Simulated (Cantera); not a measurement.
Iron carbonyl, mercury and lead vapours: Fe(CO)₅ + O₂ + H₂

Input: 1 mol Fe(CO)₅, 0.78 mol O₂, 89 mol H₂, held at 1023.15 K and 750 Torr.

These are equilibrium values from Cantera (NASA tables, ideal gas, pure condensed phases), not measurements of a reactor. Candidate condensed phases: C, C₆H₆, C₇H₈, C₈H₁₈, Fe, Fe(CO)₅, FeO, Fe(OH)₂, Fe(OH)₃, Fe₂O₃, Fe₃O₄, H₂O; 114 gas species. Equilibrium is a limit: real reactors are often held back by kinetics, nucleation or transport.

The x(H₂) comes out as 0.912 and the x(CO) comes out as 0.0361. The x(H₂O) is 0.0327 and the x(CH₄) comes out as 0.0172. The x(CO₂) is 0.00169 and the n(Fe(α)) is 1.00 mol. The gas amount comes out as 90.88 mol, the log10 activity of C(graphite) (absent) is -0.56 and the log10 activity of Fe(OH)₂(s) (absent) is -7.10. The log10 activity of Fe(OH)₃(s) (absent) is -13.30.
